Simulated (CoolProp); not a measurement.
Vapour-liquid equilibrium of methanol (1) + hexamethyldisiloxane (MM) (2) at 0.547 bar; x and y are mole fractions of (1).

Values from CoolProp's multi-fluid Helmholtz-energy mixture model, de Reuck 1993 and Thol 2016; pair parameters Bell 2016.

```csv
x,bubble temperature (K),y at the bubble point,dew temperature at overall composition x (K),liquid density (mol/L)
0.05,345.3,0.276,352.4,4.576
0.15,334.2,0.556,349.4,5.158
0.25,328.1,0.679,346.1,5.818
0.35,324.9,0.738,342.6,6.600
0.45,323.3,0.768,338.8,7.562
0.55,322.7,0.785,334.5,8.783
0.65,322.3,0.796,329.6,10.39
0.75,322.0,0.812,324.3,12.58
0.85,321.9,0.849,321.9,15.70
0.95,322.2,0.933,322.4,20.43
```

y crosses x between x = 0.75 and 0.85: the model has an azeotrope there.

The pair parameters rest on a limited set of measurements; away from them the model extrapolates.
